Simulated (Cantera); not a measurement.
# Thermodynamics of metals in furnace atmospheres, feed Al + CO + N₂

Feed: 1 mol Al, 0.3 mol CO, 2.7 mol N₂, held at 10.0 mbar.

Equilibrium computed with Cantera from the NASA thermochemical tables; the gas is ideal and each condensed phase is pure. Candidate condensed phases: Al, AlN, Al₂O₃, C; 32 gas species. Mutual solubility and eutectic melting of coexisting phases are not modelled. The numbers say what is thermodynamically allowed, not how fast it happens.

From 1023 K to 1423 K the condensed part is AlN(s) + Al₂O₃(s) + C(graphite). From 1473 K to 1673 K the condensed part is AlN(s).

```tsv
T (K)	log p N₂	log p CO	log p Al	log p CO₂	log p Al₂O	log p C₂N₂	log p CN	n AlN(s)	n Al₂O₃(s)	n C(graphite)
1023	-2.00	-6.26	<-14	-12.96	<-14	<-14	<-14	0.800	0.1000	0.300
1073	-2.00	-5.70	<-14	-12.26	<-14	<-14	<-14	0.800	0.0998	0.300
1123	-2.00	-5.20	<-14	-11.62	<-14	<-14	<-14	0.801	0.0995	0.299
1173	-2.00	-4.74	<-14	-11.04	<-14	-13.50	<-14	0.803	0.0986	0.296
1223	-2.00	-4.32	<-14	-10.51	<-14	-12.93	<-14	0.807	0.0963	0.289
1273	-2.01	-3.94	-13.17	-10.02	<-14	-12.41	-13.76	0.818	0.0911	0.273
1323	-2.01	-3.58	-12.18	-9.57	<-14	-11.93	-13.08	0.841	0.0796	0.239
1373	-2.02	-3.26	-11.25	-9.16	-13.41	-11.49	-12.46	0.888	0.0558	0.167
1423	-2.05	-2.96	-10.38	-8.78	-12.30	-11.10	-11.89	0.982	0.00889	0.0267
1473	-2.06	-2.92	-9.59	-8.91	-11.53	-10.72	-11.35	1.00	0	0
1523	-2.06	-2.92	-8.85	-9.11	-10.85	-10.35	-10.84	1.00	0	0
1573	-2.06	-2.92	-8.15	-9.29	-10.21	-10.01	-10.36	1.000	0	0
1623	-2.06	-2.92	-7.50	-9.45	-9.62	-9.69	-9.92	1.000	0	0
1673	-2.06	-2.92	-6.89	-9.61	-9.05	-9.39	-9.50	1.000	0	0
```
log p: log10 of the partial pressure in bar; n: condensed amount in mol.
